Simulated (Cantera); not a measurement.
A perfectly stirred reactor is fed with N₂O : N₂ = 1 : 1.3 (molar parts), at 1.00 atm; it is held at 1325 K, and followed from long to short residence time.

Computed with Cantera and GRI-Mech 3.0 (53 species, 325 reactions). GRI-Mech 3.0 was tuned for natural gas; its chemistry of N2O as a main component is partial and can be far from experiment. The mechanism lacks the step 2 NO + O2 → 2 NO2, which can matter for NO2 below about 1400 K. The temperature is held fixed by assumption; the heat of reaction is taken as removed at once.

x: mole fraction; the columns are a selection and need not sum to one.

```json
[
 {"τ (s)": "1.5", "x N₂O": "0.0577", "x O₂": "0.140", "x NO₂": "0.000261", "x NO": "0.0291", "x N₂": "0.773"},
 {"τ (s)": "0.47", "x N₂O": "0.131", "x O₂": "0.109", "x NO₂": "0.000268", "x NO": "0.0301", "x N₂": "0.729"},
 {"τ (s)": "0.15", "x N₂O": "0.238", "x O₂": "0.0691", "x NO₂": "…", "x NO": "0.0227", "x N₂": "0.670"},
 {"τ (s)": "0.045", "x N₂O": "0.344", "x O₂": "0.0316", "x NO₂": "…", "x NO": "0.0114", "x N₂": "0.613"},
 {"τ (s)": "0.014", "x N₂O": "0.401", "x O₂": "0.0117", "x NO₂": "…", "x NO": "0.00437", "x N₂": "0.583"},
 {"τ (s)": "0.0042", "x N₂O": "0.424", "x O₂": "0.00374", "x NO₂": "…", "x NO": "0.00142", "x N₂": "0.571"},
 {"τ (s)": "0.0013", "x N₂O": "0.431", "x O₂": "0.00118", "x NO₂": "…", "x NO": "0.000447", "x N₂": "0.567"},
 {"τ (s)": "0.00040", "x N₂O": "0.434", "x O₂": "0.000358", "x NO₂": "…", "x NO": "0.000137", "x N₂": "0.566"},
 {"τ (s)": "0.00012", "x N₂O": "0.434", "x O₂": "0.000102", "x NO₂": "…", "x NO": "3.91e-5", "x N₂": "0.565"}
]
```

Fill in the missing entries.


- 0.15, x NO₂: 0.000199
- 0.045, x NO₂: 9.58e-5
- 0.014, x NO₂: 3.29e-5
- 0.0042, x NO₂: 7.87e-6
- 0.0013, x NO₂: 1.35e-6
- 0.00040, x NO₂: 1.64e-7
- 0.00012, x NO₂: 1.48e-8
